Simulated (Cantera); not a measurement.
A closed system holds: 1 mol C6H6, 0.02 mol NH3, a varied amount of H2, at 3200000 Pa.

These are equilibrium values from Cantera (NASA tables, ideal gas, pure condensed phases), not measurements of a reactor. Candidate condensed phases: C, C6H6, C7H8, C8H18; 92 gas species. The ideal-gas law is rough above about 30 bar. Equilibrium is a limit: real reactors are often held back by kinetics, nucleation or transport.

Stable condensed phases, one row left out:

```
T in K \ n(H2) in mol
         12 18 24 29 35 41 46 52 57 63 69 74
   1923   A  A  A  A  A  A  A  A  A  A  A  A
   1823   A  A  A  A  A  A  A  A  A  A  A  A
   1723   A  A  A  A  A  A  A  A  A  A  A  A
   1623   A  A  A  A  A  A  A  A  A  A  A  A
   1523   A  A  A  A  A  A  A  A  A  A  A  A
   1423   A  A  A  A  A  A  A  A  A  A  B  B
   1323   A  A  A  A  A  A  B  B  B  B  B  B
   1123   A  A  B  B  B  B  B  B  B  B  B  B
   1023   A  B  B  B  B  B  B  B  B  B  B  B
```

A: C; B: gas only.

**Question.** Give the row for 1223 K.

**Answer.** 12: C; 18: C; 24: C; 29: gas only; 35: gas only; 41: gas only; 46: gas only; 52: gas only; 57: gas only; 63: gas only; 69: gas only; 74: gas only.
